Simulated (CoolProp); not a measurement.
A single-stage vapour-compression cycle with the fluid: evaporating at 247.15 K (dew point), condensing at 292.15 K (bubble point), superheat 5 K, subcooling 2 K, compressor efficiency 0.65, no pressure losses. The same conditions are run with several fluids, on thermodynamics alone (safety and materials aside).

Computed with CoolProp (reference Helmholtz-energy equation of state of each fluid (R410A: Lemmon 2003; propylene: Lemmon 2013; dimethyl ether: Wu 2011; isobutane: Bücker 2006; propane: Lemmon 2009; R124: de Vries 1995)). Blends and air are pseudo-pure fits.

| fluid | cooling COP | pressure ratio | discharge temperature (K) | refrigerating effect (kJ/kg) | volumetric capacity (kJ/m³) |
|---|---|---|---|---|---|
| R410A | 2.86 | 4.45 | 343.2 | 190 | [?] |
| propylene | 2.94 | 4.03 | 331.7 | 317 | 1670 |
| dimethyl ether | 3.06 | 5.15 | 342.0 | 374 | 816 |
| isobutane | 3.02 | 5.24 | [?] | [?] | [?] |
| propane | 2.95 | 4.16 | 324.5 | 309 | 1350 |
| R124 | 2.99 | [?] | 317.7 | 129 | 467 |

Task: Complete the blanks.

Result: 
- R410A, volumetric capacity (kJ/m³): 2270
- isobutane, discharge temperature (K): 315.9
- isobutane, refrigerating effect (kJ/kg): 287
- isobutane, volumetric capacity (kJ/m³): 457
- R124, pressure ratio: 5.85
